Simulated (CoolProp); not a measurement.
Values from CoolProp's reference Helmholtz-energy equation of state, Lemmon and Jacobsen 2000.

Problem. Give the vapour pressure (kPa), vapour density (kg/m³), surface tension (mN/m), liquid viscosity (µPa s) of saturated R143a at 285.8, 295 K.

Solution. 
```tsv
T (K)	p (kPa)	vapour density (kg/m³)	surface tension (mN/m)	liquid viscosity (µPa s)
285.8	902	40.2	6.02	126
295	1160	52.6	4.89	115
```

Viscosity comes from a separate model (Klein 1997), an estimate that may be off by 10 % or more. Surface tension comes from a separate correlation (Mulero 2014).
